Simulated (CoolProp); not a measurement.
CF4 (R14) along the isobar 4.06 MPa: fugacity coefficient from the reference equation and from simpler models built on Tc = 227.4 K, pc = 3.762 MPa, ω = 0.178; each cubic takes its own stable root.

The numbers come from the reference Helmholtz-energy equation of state, Platzer 1990 in CoolProp. This equation is an older, rougher fit; its heat capacities, sound speeds and derivatives of the liquid may be far off and weren't checked against measurements.

```json
[
 {"T (K)": "201.8", "phase": "liquid", "reference": "0.3547", "van der Waals": "0.4774", "Redlich-Kwong": "0.3887"},
 {"T (K)": "225", "phase": "liquid", "reference": "0.6004", "van der Waals": "0.6437", "Redlich-Kwong": "0.6085"},
 {"T (K)": "248.1", "phase": "supercritical", "reference": "0.7377", "van der Waals": "0.7433", "Redlich-Kwong": "0.7305"},
 {"T (K)": "271.3", "phase": "supercritical", "reference": "0.8066", "van der Waals": "0.7982", "Redlich-Kwong": "0.7959"},
 {"T (K)": "294.4", "phase": "supercritical", "reference": "0.8548", "van der Waals": "0.8379", "Redlich-Kwong": "0.8419"},
 {"T (K)": "317.5", "phase": "supercritical", "reference": "0.8907", "van der Waals": "0.8680", "Redlich-Kwong": "0.8760"},
 {"T (K)": "340.7", "phase": "supercritical", "reference": "0.9182", "van der Waals": "0.8916", "Redlich-Kwong": "0.9020"},
 {"T (K)": "363.8", "phase": "supercritical", "reference": "0.9397", "van der Waals": "0.9104", "Redlich-Kwong": "0.9221"},
 {"T (K)": "387", "phase": "supercritical", "reference": "0.9567", "van der Waals": "0.9255", "Redlich-Kwong": "0.9379"},
 {"T (K)": "410.1", "phase": "supercritical", "reference": "0.9704", "van der Waals": "0.9379", "Redlich-Kwong": "0.9504"},
 {"T (K)": "433.2", "phase": "supercritical", "reference": "0.9815", "van der Waals": "0.9481", "Redlich-Kwong": "0.9605"},
 {"T (K)": "456.4", "phase": "supercritical", "reference": "0.9906", "van der Waals": "0.9566", "Redlich-Kwong": "0.9688"}
]
```
